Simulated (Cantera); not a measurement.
Input (Python, Cantera) and output of one run.

```python
import numpy as np
import cantera as ct

gas_names = """
    CL CLO CL2 Cs CsCL CsO CsOH Cs2 Cs2CL2 Cs2O Cs2O2H2 H HCL HNO HNO2 HNO3 HOCL HO2 H2 H2O H2O2 N NH
    NH2 NH3 NH2OH NO NO2 NO3 N2 N2H2 N2H4 N2O O OH O2 O3
""".split()
cond_names = """
    Cs(cr) Cs(L) CsCL(a) CsCL(b) CsCL(L) CsOH(a) CsOH(b) CsOH(c) CsOH(L) H2O(s) H2O(L) NH4CL(a) NH4CL(b)
""".split()


# ... load() reads the species with a 1 bar reference pressure and builds the phases ...
atoms = {
    'CsCl': {'Cs': 1, 'CL': 1},
    'H2O': {'H': 2, 'O': 1},
    'N2': {'N': 2},
}
top_T = {}  # K; cautious upper limits of use, not melting points


# ... equilibrate(T, P, feed) seeds the gas with the atoms and calls Mixture.equilibrate('TP', solver="vcs", rtol=1e-11, max_steps=5000) ...
results = []
feed = {'CsCl': 1, 'H2O': 0.094, 'N2': 430}  # mol
T = 1848  # K
P = 2100  # Pa
mix = equilibrate(T, P, feed)
results.append((T, P, feed, dict(zip(mix.species_names, mix.species_moles))))
x = sorted(zip(gas.X, gas.species_names), reverse=True)
print(f"T = {T:g} K  P = {P:g} Pa  gas = {mix.phase_moles(0):.4g} mol")
print("   x: " + "  ".join(f"{s} {v:.3e}" for v, s in x if v > 0.001))
print("   condensed (mol): " + ("  ".join(f"{mix.phase(i).name} {mix.phase_moles(i):.4g}"
      for i in range(1, mix.n_phases) if mix.phase_moles(i) > 1e-12) or "none"))
```

Result:

```
T = 1848 K  P = 2100 Pa  gas = 431.1 mol
   x: N2 9.973e-01  CsCL 2.237e-03
   condensed (mol): none
```

These are equilibrium values from Cantera (NASA tables, ideal gas, pure condensed phases), not measurements of a reactor.
